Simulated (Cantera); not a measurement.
**Stirred combustor or abatement burner**

A perfectly stirred reactor is fed with 28.0 % CO, 1.26 % H2, 14.8 % O2, 55.9 % N2, equivalence ratio 0.98, at 5.23 atm; it is adiabatic with a 450 K inlet, and is followed from long to short residence time, starting on the burning branch (τ in s: 0.038, 0.02, 0.01, 0.0054, 0.0028, 0.0015, 0.00076, 0.00039, 0.00021, 0.00011, 5.6e-05).

Model: GRI-Mech 3.0 (53 species, 325 reactions), integrated in Cantera. The hydrogen kinetics of GRI-Mech 3.0 are dated; newer H2 mechanisms differ, most at raised pressure.

| τ (s) | T (K) | x CO | x H2 | x O2 | x H2O | x N2O |
|---|---|---|---|---|---|---|
| 0.038 | 2489 | 0.0374 | 0.000279 | 0.0181 | 0.0131 | 7.35e-7 |
| 0.020 | 2479 | 0.0389 | 0.000291 | 0.0190 | 0.0130 | 7.84e-7 |
| 0.010 | 2459 | 0.0418 | 0.000315 | 0.0207 | 0.0129 | 8.79e-7 |
| 0.0054 | 2431 | 0.0460 | 0.000350 | 0.0231 | 0.0127 | 1.02e-6 |
| 0.0028 | 2385 | 0.0525 | 0.000405 | 0.0265 | 0.0124 | 1.22e-6 |
| 0.0015 | 2327 | 0.0604 | 0.000476 | 0.0305 | 0.0120 | 1.43e-6 |
| 0.00076 | 2248 | 0.0706 | 0.000571 | 0.0354 | 0.0115 | 1.60e-6 |
| 0.00039 | 2157 | 0.0816 | 0.000675 | 0.0404 | 0.0110 | 1.67e-6 |
| 0.00021 | 2061 | 0.0929 | 0.000773 | 0.0454 | 0.0104 | 1.66e-6 |
| 0.00011 | 1944 | 0.106 | 0.000867 | 0.0514 | 0.00985 | 1.62e-6 |
| 5.6e-5 | 1784 | 0.126 | 0.000944 | 0.0608 | 0.00952 | 1.56e-6 |
x: mole fraction; the columns are a selection and need not sum to one.
